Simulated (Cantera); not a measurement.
Feed: 1 mol Si, 4.6 mol SF6, 4.4 mol NF3, at 1673 K and 9200 Pa.

Equilibrium computed with Cantera from the NASA thermochemical tables; the gas is ideal and each condensed phase is pure. Candidate condensed phases: S, Si, Si3N4; 29 gas species. The tables' values for SF3, SF5 are old estimates; treat these amounts as uncertain. Equilibrium is a limit: real reactors are often held back by kinetics, nucleation or transport.

Base state: F 0.678, SF4 0.146, N2 0.0903, SiF4 0.0411, SF6 0.0386, SF3 0.00283, F2 0.00142, SF5 0.000685 (mole fractions); condensed: gas only.

**Question.** What changes in the equilibrium state with this change: SF6 from 4.6 to 1.1 mol?

**Answer.** 
| species | before | after |
|---|---|---|
| F | 0.678 | 0.716 |
| N2 | 0.0903 | 0.145 |
| SiF4 | 0.0411 | 0.0658 |
| SF4 | 0.146 | 0.0549 |
| SF6 | 0.0386 | 0.0161 |
| SF2 | 0.000337 | 0.000113 |
| SF3 | 0.00283 | 0.00100 |
| SF5 | 0.000685 | 0.000271 |
| F2 | 0.00142 | 0.00158 |

**Question.** What changes in the equilibrium state with this change: NF3 from 4.4 to 0.72 mol?

**Answer.** 
| species | before | after |
|---|---|---|
| F | 0.678 | 0.513 |
| SF4 | 0.146 | 0.317 |
| SiF4 | 0.0411 | 0.0816 |
| N2 | 0.0903 | 0.0294 |
| SF6 | 0.0386 | 0.0478 |
| SF2 | 0.000337 | 0.00128 |
| SF3 | 0.00283 | 0.00809 |
| F2 | 0.00142 | 0.000813 |
